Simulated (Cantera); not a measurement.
Charge: 1 mol CH₄, 0.31 mol CO₂, 23 mol N₂, 0.21 mol NH₃, equilibrated at 0.133 bar.

Cantera equilibrium calculation (NASA polynomials, part measured and part estimated; ideal gas, pure solids and liquids). Candidate condensed phases: C, C₆H₆, C₇H₈, C₈H₁₈, H₂O; 136 gas species. Equilibrium is a limit: real reactors are often held back by kinetics, nucleation or transport. All values below are at 2798 K.

Base state: N₂ 0.852, H₂ 0.0500, H 0.0497, CO 0.0232, HCN 0.0190, HNC 0.00301, CN 0.00159, C₂H₂ (acetylene) 0.000739 (mole fractions); condensed: gas only.

Q: What changes in the equilibrium state with this change: CH₄ replaced by C₂H₆?

A: 
```tsv
species	before	after
N₂	0.852	0.808
H₂	0.0500	0.0685
H	0.0497	0.0582
HCN	0.0190	0.0324
CO	0.0232	0.0222
C₄H₂	4.55e-6	3.13e-5
C₃	6.89e-5	0.000231
C(graphite), mol	0	0.395
```
